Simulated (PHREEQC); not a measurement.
A solution holds 20 mmol/kgw TMAH, 0.42 mmol/kgw K2SO4 and 140 mmol/kgw KH2PO4, at 25 °C. Closed to the air; pH follows from the charge balance.

The numbers come from PHREEQC with the ion-association model, phreeqc.dat.

Q: The ionic strength comes out as 0.178 mol/kgw. What activity coefficients do H+, H2PO4-, KHPO4-, KSO4-, SO4-2 get?

A: H+ 0.80, H2PO4- 0.75, KHPO4- 0.75, KSO4- 0.75, SO4-2 0.30.

This is a speciation only: nothing precipitates in the calculation. (CH3)4N+ isn't in the database: it is added as a free cation with an ion size of 4 Å.
